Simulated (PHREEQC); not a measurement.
A made-up water analysis in mmol/kgw, 25 °C, pH 3.21, pe 8.6:

| constituent | mmol/kgw |
|---|---|
| Na | 18.1 |
| K | 0.401 |
| Ca | 3.74 |
| Mg | 5.93 |
| Cl | 10.6 |
| S(6) | 14.9 |
| N(5) | 0.00624 |

Valence states are taken as typed.

The numbers come from PHREEQC with the ion-association model, wateq4f.dat.

Question: The ionic strength comes out as 0.0493 mol/kgw. What activity coefficients do SO4-2, Cl-, NO3-, Ca+2, NaSO4- get?

Answer: SO4-2 0.46, Cl- 0.81, NO3- 0.81, Ca+2 0.47, NaSO4- 0.83.

Precipitation was switched off in this run. Species that the database lacks are ignored.
